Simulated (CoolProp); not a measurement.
Computed with CoolProp (reference Helmholtz-energy equation of state, Lemmon 2006). It is a short technical equation, of lower accuracy than the large ones.

Question: For carbon monoxide, give the phase and the speed of sound (m/s) at 197.5 K and 0.0646 MPa; 312 K and 0.0646 MPa.

Answer: 
- 197.5 K and 0.0646 MPa: gas; speed of sound 286
- 312 K and 0.0646 MPa: gas; speed of sound 360
